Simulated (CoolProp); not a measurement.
Vapour-liquid equilibrium of benzene (1) + o-xylene (2) at 0.00835 MPa; x and y are mole fractions of (1).

The numbers come from the multi-fluid Helmholtz-energy mixture model, Thol 2012 and Zhou 2012; pair parameters Bell 2016 in CoolProp.

```json
[
 {"x": "0.05", "bubble temperature (K)": "336.1", "y at the bubble point": "0.291", "dew temperature at overall composition x (K)": "341.9", "liquid density (mol/L)": "8.054"},
 {"x": "0.15", "bubble temperature (K)": "323.8", "y at the bubble point": "0.646", "dew temperature at overall composition x (K)": "339.6", "liquid density (mol/L)": "8.383"},
 {"x": "0.25", "bubble temperature (K)": "314.1", "y at the bubble point": "0.812", "dew temperature at overall composition x (K)": "337.2", "liquid density (mol/L)": "8.706"},
 {"x": "0.35", "bubble temperature (K)": "307.0", "y at the bubble point": "0.891", "dew temperature at overall composition x (K)": "334.5", "liquid density (mol/L)": "9.023"},
 {"x": "0.45", "bubble temperature (K)": "302.0", "y at the bubble point": "0.931", "dew temperature at overall composition x (K)": "331.4", "liquid density (mol/L)": "9.339"},
 {"x": "0.55", "bubble temperature (K)": "298.4", "y at the bubble point": "0.953", "dew temperature at overall composition x (K)": "327.9", "liquid density (mol/L)": "9.658"},
 {"x": "0.65", "bubble temperature (K)": "295.7", "y at the bubble point": "0.967", "dew temperature at overall composition x (K)": "323.6", "liquid density (mol/L)": "9.987"},
 {"x": "0.75", "bubble temperature (K)": "293.7", "y at the bubble point": "0.977", "dew temperature at overall composition x (K)": "318.3", "liquid density (mol/L)": "10.33"},
 {"x": "0.85", "bubble temperature (K)": "292.0", "y at the bubble point": "0.986", "dew temperature at overall composition x (K)": "311.0", "liquid density (mol/L)": "10.70"},
 {"x": "0.95", "bubble temperature (K)": "290.3", "y at the bubble point": "0.995", "dew temperature at overall composition x (K)": "298.9", "liquid density (mol/L)": "11.09"}
]
```

No azeotrope shows between x = 0.05 and 0.95.

The pair parameters rest on a limited set of measurements; away from them the model extrapolates. The gap from Raoult's law changes sign with composition, which may be real or a fault of the pair parameters; it wasn't checked against measurements.
